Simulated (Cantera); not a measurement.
Input (Python, Cantera) and output of one run.

```python
import numpy as np
import cantera as ct

gas_names = """
    Cu CuF CuF2 Cu2 F F2 N NF NF2 NF3 N2
""".split()
cond_names = """
    Cu(cr) Cu(L) CuF2(s) CuF2(L)
""".split()


def load(file, names, dense=False):
    # The tables refer to 1 bar. Condensed volumes are neglected.
    table = {s.name: s for s in ct.Species.list_from_file(file)}
    out = []
    for n in names:
        d = dict(table[n].input_data)
        d["thermo"] = dict(d["thermo"], **{"reference-pressure": 1e5})
        if dense:
            d["equation-of-state"] = {"model": "constant-volume", "density": "1e6 g/cm^3"}
        out.append(ct.Species.from_dict(d))
    return out


gas = ct.Solution(thermo="ideal-gas", species=load("nasa_gas.yaml", gas_names))
cond = {s.name: ct.Solution(thermo="fixed-stoichiometry", species=[s], name=s.name)
        for s in load("nasa_condensed.yaml", cond_names, dense=True)}
atoms = {
    'Cu': {'Cu': 1},
    'F2': {'F': 2},
    'N2': {'N': 2},
}
top_T = {}  # K; cautious upper limits of use, not melting points


def equilibrate(T, P, feed):
    n = {}
    for name, mol in feed.items():
        for a, k in atoms[name].items():
            n[a] = n.get(a, 0.0) + k * mol
    gas.TPX = T, P, n
    mass = sum(n.values()) * gas.mean_molecular_weight
    gas.equilibrate("TP")
    valid = [c for c in cond.values() if c.min_temp <= T <= top_T.get(c.name, c.max_temp)]
    mix = ct.Mixture([(gas, mass / gas.mean_molecular_weight)] + [(c, 0.0) for c in valid])
    mix.T, mix.P = T, P
    mix.equilibrate("TP", solver="vcs", rtol=1e-11, max_steps=5000)
    return mix


results = []
feed = {'Cu': 1, 'F2': 7.6, 'N2': 3}  # mol
P = 29  # Pa
for T in [525, 625, 725, 825, 925, 1025, 1125, 1225, 1325]:
    mix = equilibrate(T, P, feed)
    results.append((T, P, feed, dict(zip(mix.species_names, mix.species_moles))))

top = {s: max(r[3][s] / sum(r[3][g] for g in gas_names) for r in results) for s in gas_names}
cols = sorted((s for s in top if top[s] > 0.0001), key=lambda s: -top[s])[:9]
seen = [c for c in cond_names if any(r[3].get(c, 0) > 1e-12 for r in results)]
print("log10 of partial pressures in bar; condensed amounts in mol")
print(f"{'T/K':>10s}" + "".join(f"{s[:9]:>10s}" for s in cols + seen))
for T, P, feed, n in results:
    ng = sum(n[g] for g in gas_names)
    print(f"{T:10.4g}" + "".join(f"{np.log10(max(n[s] / ng * P / 1e5, 1e-99)):10.3f}" for s in cols)
          + "".join(f"{n.get(c, 0):10.4g}" for c in seen))
```

Output:

```
log10 of partial pressures in bar; condensed amounts in mol
       T/K       NF3         F        F2        N2      CuF2   CuF2(s)
       525    -3.642    -7.287    -4.858    -4.320   -17.292         1
       625    -4.142    -5.500    -3.860    -4.116   -13.060         1
       725    -5.494    -4.515    -3.767    -4.069   -10.027         1
       825    -7.034    -3.922    -4.007    -4.143    -7.756    0.9993
       925    -8.932    -3.680    -4.647    -4.239    -5.997    0.9476
      1025   -10.970    -3.660    -5.514    -4.291    -4.769         0
      1125   -12.658    -3.654    -6.250    -4.295    -4.772         0
      1225   -14.081    -3.653    -6.876    -4.296    -4.773         0
      1325   -15.290    -3.653    -7.410    -4.296    -4.773         0
```

Method: chemical equilibrium by Gibbs-energy minimisation in Cantera with the NASA 1993 tables (ideal gas, pure condensed phases).
